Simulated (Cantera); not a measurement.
# Adiabatic ignition

An adiabatic, constant-pressure homogeneous reactor starts with 16.6 % CH4, 14.4 % O2, 54.1 % N2, 14.9 % H2O, equivalence ratio 2.3, at 1223 K and 0.290 bar.

Detailed kinetics in Cantera: GRI-Mech 3.0 (53 species, 325 reactions).

| t (s) | T (K) | x CH4 | x O2 | x H2O | x CO2 | x OH | x H2O2 |
|---|---|---|---|---|---|---|---|
| 1.00e-6 | 1223 | 0.166 | 0.144 | 0.149 | <1e-12 | 3.58e-12 | <1e-12 |
| 4.68e-6 | 1223 | 0.166 | 0.144 | 0.149 | <1e-12 | 1.08e-11 | 2.18e-12 |
| 2.19e-5 | 1223 | 0.166 | 0.144 | 0.149 | <1e-12 | 2.02e-11 | 4.66e-11 |
| 0.000102 | 1223 | 0.166 | 0.144 | 0.149 | <1e-12 | 5.84e-11 | 9.17e-10 |
| 0.000478 | 1223 | 0.166 | 0.144 | 0.149 | <1e-12 | 3.21e-10 | 1.28e-8 |
| 0.00224 | 1223 | 0.166 | 0.144 | 0.149 | 7.28e-11 | 2.35e-9 | 6.42e-8 |
| 0.0105 | 1223 | 0.166 | 0.144 | 0.149 | 1.04e-8 | 8.85e-9 | 6.08e-8 |
| 0.0489 | 1225 | 0.165 | 0.144 | 0.149 | 1.87e-7 | 1.65e-8 | 1.83e-7 |
| 0.229 | 2019 | 0.00216 | 3.58e-7 | 0.222 | 0.0266 | 0.000164 | 1.41e-10 |
| 1.07 | 1998 | 1.64e-11 | 2.92e-7 | 0.203 | 0.0253 | 0.000136 | 1.09e-10 |
| 5.00 | 1998 | 1.61e-11 | 2.92e-7 | 0.203 | 0.0253 | 0.000136 | 1.09e-10 |
x: mole fraction; the columns are a selection and need not sum to one.

```json
{
 "time_of_steepest_temperature_rise": "0.222 s",
 "temperature at 5.00 s": "1998 K",
 "equilibrium_temperature": "1998 K",
 "x(CH4) at 5.00 s": "1.61e-11 (gas-phase equilibrium 1.87e-11)",
 "x(O2) at 5.00 s": "2.92e-7 (gas-phase equilibrium 2.92e-7)",
 "x(H2O) at 5.00 s": "0.203 (gas-phase equilibrium 0.203)"
}
```
